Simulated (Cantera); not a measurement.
A freely propagating, adiabatic, planar premixed flame of CH₄ : O₂ : N₂ = 1 : 1.43 : 3.71 (molar parts), equivalence ratio 1.4, unburnt at 325 K and 0.987 atm; mixture-averaged transport, grid criteria slope 0.08 and curve 0.16, no radiation.

Cantera simulation using GRI-Mech 3.0 (53 species, 325 reactions); the numbers are that mechanism's predictions, not measurements. Burning velocities carry a grid error of a few per cent, more on coarse grids.

x: mole fraction of selected species; z is measured from the peak of heat release.

```
z (mm)  T (K)  u (m/s)     x CH₄      x O₂    x HCN      x CO  x CH₂O    x HCO
------  -----  -------  --------  --------  -------  --------  ------  -------
-1.22     325    0.482     0.163     0.233    <1e-8   1.08e-6     [?]    <1e-8
-0.815    327    0.487     0.162     0.231    <1e-8   2.47e-5     [?]    <1e-8
-0.611    337    0.505     0.160     0.230  1.82e-8  0.000210     [?]    <1e-8
-0.407    445    0.680     0.150     0.220  4.83e-7   0.00295     [?]    <1e-8
-0.204   1039     1.64     0.102     0.166  7.24e-6    0.0275     [?]  6.34e-7
-0.102   1521     2.45    0.0571     0.109  1.73e-5    0.0566     [?]  1.52e-5
0        1934     3.16    0.0170    0.0495  3.50e-5    0.0878     [?]  4.67e-5
0.102    2138     3.51   0.00273    0.0162  5.28e-5     0.101     [?]  2.90e-5
0.204    2202     3.61  0.000391   0.00489  5.19e-5     0.102     [?]  7.91e-6
0.407    2229     3.65   1.34e-5  0.000805  3.07e-5    0.0974     [?]  5.32e-7
0.815    2244     3.67   9.51e-8  0.000359  9.51e-6    0.0953     [?]  1.48e-7
1.63     2262     3.69     <1e-8  0.000245  1.58e-6    0.0954   <1e-8  1.20e-7
3.26     2280     3.72     <1e-8  0.000143  1.28e-7    0.0958   <1e-8  9.15e-8
```

Q: Complete the blanks.

A: 
- -1.22, x CH₂O: 1.13e-8
- -0.815, x CH₂O: 4.07e-7
- -0.611, x CH₂O: 5.12e-6
- -0.407, x CH₂O: 0.000118
- -0.204, x CH₂O: 0.00115
- -0.102, x CH₂O: 0.00142
- 0, x CH₂O: 0.000745
- 0.102, x CH₂O: 0.000225
- 0.204, x CH₂O: 5.08e-5
- 0.407, x CH₂O: 2.34e-6
- 0.815, x CH₂O: 2.04e-8
